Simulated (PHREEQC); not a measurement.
# Reverse-osmosis permeate

Synthetic water in mg/kgw, 50 °C, pH 6.46, pe 12:

```csv
constituent,mg/kgw
Na,4
K,4.88
Ca,12.7
Mg,0.579
Cl,19.2
S(6) as SO4,11.6
Alkalinity as HCO3,13.6
B,0.13
```

Cl is adjusted to close the charge balance.
Valence states are taken as typed.

Model: ion-association model, phreeqc.dat, run in PHREEQC.

This is a speciation only: nothing precipitates in the calculation.

Problem. Estimate the specific conductance.

Solution. specific conductance 194 µS/cm.

Problem. In which forms is S present?

Solution. SO4-2 95 %, CaSO4 4.4 %, MgSO4 0.7 % of the S.

Away from 25 °C the constants follow the database's enthalpies or fits; those with neither stay at their 25 °C values.
